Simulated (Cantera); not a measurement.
Feed: 1 mol SiCl₄, 0.47 mol N₂O, 66 mol N₂, at 1175 K and 0.133 bar.

Method: chemical equilibrium by Gibbs-energy minimisation in Cantera with the NASA 1993 tables (ideal gas, pure condensed phases). Candidate condensed phases: Si, SiO₂, Si₂N₂O, Si₃N₄; 23 gas species. The tables hold silica as quartz up to 1696 K and as liquid above; real silica turns to tridymite and cristobalite and melts near 1996 K. Rates play no part.

Base state: N₂ 0.981, SiCl₄ 0.0113, Cl₂ 0.00654, Cl 0.000802 (mole fractions); condensed: SiO₂(β-quartz).

Q: What changes in the equilibrium state with this change: temperature from 1175 K to 1648.15 K?

A: 
| species | before | after |
|---|---|---|
| N₂ | 0.981 | 0.976 |
| Cl | 0.000802 | 0.0121 |
| SiCl₄ | 0.0113 | 0.0110 |
| Cl₂ | 0.00654 | 0.000936 |
| SiCl₃ | 3.13e-8 | 0.000206 |
| SiO₂(β-quartz), mol | 0.235 | 0.235 |
The tables' values for SiCl₃ are old estimates; treat these amounts as uncertain.
